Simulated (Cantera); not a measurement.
Adiabatic ignition

An adiabatic, constant-volume homogeneous reactor starts with 13.3 % CH4, 0.840 % CO, 18.0 % O2, 67.8 % N2, equivalence ratio 1.5, at 1323 K and 0.987 atm.

Detailed kinetics in Cantera: GRI-Mech 3.0 (53 species, 325 reactions).

```tsv
t (s)	T (K)	P (bar)	x CH4	x CO	x O2	x CH2	x H2O	x CH3
6.00e-6	1323	1.00	0.133	0.00840	0.180	<1e-12	4.75e-9	6.90e-8
1.65e-5	1323	1.000	0.133	0.00840	0.180	<1e-12	1.86e-8	1.97e-7
4.52e-5	1323	1.000	0.133	0.00840	0.180	<1e-12	9.35e-8	5.88e-7
0.000124	1323	1.000	0.133	0.00840	0.180	<1e-12	6.64e-7	2.01e-6
0.000340	1323	1.000	0.133	0.00840	0.180	1.17e-12	5.68e-6	8.23e-6
0.000933	1323	1.00	0.133	0.00839	0.180	1.12e-11	4.65e-5	2.68e-5
0.00256	1325	1.00	0.133	0.00841	0.180	3.18e-11	0.000285	4.22e-5
0.00703	1340	1.01	0.130	0.00890	0.178	2.52e-10	0.00235	8.97e-5
0.0193	2849	2.38	1.12e-12	0.0976	0.00142	2.06e-12	0.156	4.37e-12
0.0529	2849	2.38	1.12e-12	0.0976	0.00142	2.06e-12	0.156	4.37e-12
0.145	2849	2.38	1.12e-12	0.0976	0.00142	2.06e-12	0.156	4.37e-12
0.398	2849	2.38	1.12e-12	0.0976	0.00142	2.06e-12	0.156	4.37e-12
1.09	2849	2.38	1.12e-12	0.0976	0.00142	2.06e-12	0.156	4.37e-12
3.00	2849	2.38	1.12e-12	0.0976	0.00142	2.06e-12	0.156	4.37e-12
```
x: mole fraction; the columns are a selection and need not sum to one.

| Item | Value |
|---|---|
| time of steepest temperature rise | 10.7 ms |
| temperature at 3.00 s | 2849 K |
| equilibrium temperature | 2849 K |
| x(CH4) at 3.00 s | 1.12e-12 (gas-phase equilibrium 1.32e-12) |
| x(CO) at 3.00 s | 0.0976 (gas-phase equilibrium 0.0976) |
| x(O2) at 3.00 s | 0.00142 (gas-phase equilibrium 0.00142) |
